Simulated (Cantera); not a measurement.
An adiabatic, constant-volume homogeneous reactor starts with CH4 : CO : O2 : N2 = 1 : 1.4 : 5.09 : 17.8 (molar parts), at 1023 K and 5.80 bar. Integrator tolerance rtol = 1e-08.

Computed with Cantera and GRI-Mech 3.0 (53 species, 325 reactions).

```
quantity                                                            before                                    after
---------------------------------  ---------------------------------------  ---------------------------------------
time of steepest temperature rise                                  0.138 s                                  82.2 ms
temperature at 0.300 s                                              2496 K                                   2512 K
equilibrium temperature                                             2496 K                                   2512 K
x(CH4) at 0.300 s                    <1e-12 (gas-phase equilibrium <1e-12)    <1e-12 (gas-phase equilibrium <1e-12)
x(CO) at 0.300 s                   0.00307 (gas-phase equilibrium 0.00307)  0.00337 (gas-phase equilibrium 0.00337)
x(O2) at 0.300 s                     0.0895 (gas-phase equilibrium 0.0895)    0.0894 (gas-phase equilibrium 0.0894)
x(OH) at 0.300 s                   0.00529 (gas-phase equilibrium 0.00529)  0.00559 (gas-phase equilibrium 0.00559)
x(C2H) at 0.300 s                    <1e-12 (gas-phase equilibrium <1e-12)    <1e-12 (gas-phase equilibrium <1e-12)
```

Problem. What was changed between the two runs?
(A) pressure from 5.80 bar to 0.220 bar
(B) pressure from 5.80 bar to 1.00 bar
(C) initial temperature 1023 to 1050 K
(D) initial temperature 1023 to 1300 K

Solution. C, initial temperature 1023 to 1050 K
